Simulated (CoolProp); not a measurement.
Vapour pressure (bar) of p-xylene: the reference equation beside estimates from Tc = 343.0 °C, pc = 35.32 bar, ω = 0.324. Clausius-Clapeyron is anchored at 142.25 °C with a constant enthalpy of vaporisation of 35.45 kJ/mol.

Values from CoolProp's reference Helmholtz-energy equation of state, Zhou 2012.

| T (°C) | reference | Lee-Kesler | Clausius-Clapeyron | van der Waals | Redlich-Kwong | Soave-Redlich-Kwong | Peng-Robinson |
|---|---|---|---|---|---|---|---|
| 132.05 | 0.8542 | 0.8420 | 0.8682 | 5.107 | 1.781 | 0.8433 | 0.8493 |
| 137.15 | ? | 0.9711 | 0.9896 | ? | 1.996 | 0.9718 | ? |
| 142.25 | 1.124 | 1.115 | 1.124 | 5.827 | 2.230 | 1.115 | 1.119 |
| 147.45 | 1.285 | 1.279 | 1.276 | 6.219 | 2.488 | 1.279 | 1.280 |
| 152.55 | 1.461 | 1.457 | 1.441 | ? | 2.762 | 1.456 | 1.455 |
| 157.65 | 1.654 | 1.654 | 1.623 | 7.036 | 3.057 | 1.653 | 1.649 |
| 162.75 | ? | 1.871 | 1.822 | 7.470 | ? | 1.869 | 1.863 |
| 167.85 | 2.100 | 2.109 | 2.040 | 7.921 | ? | 2.107 | 2.097 |

Q: Complete the blanks.

A: 
- 137.15, reference: 0.9819
- 137.15, van der Waals: 5.459
- 137.15, Peng-Robinson: 0.9767
- 152.55, van der Waals: 6.619
- 162.75, reference: 1.867
- 162.75, Redlich-Kwong: 3.374
- 167.85, Redlich-Kwong: 3.714

Absolute difference from the reference over all 8 rows, mean and median: Lee-Kesler 0.6 and 0.4 %, Clausius-Clapeyron 1.5 and 1.5 %, van der Waals 376.5 and 368.5 %, Redlich-Kwong 91.9 and 91.3 %, Soave-Redlich-Kwong 0.6 and 0.4 %, Peng-Robinson 0.4 and 0.4 %.
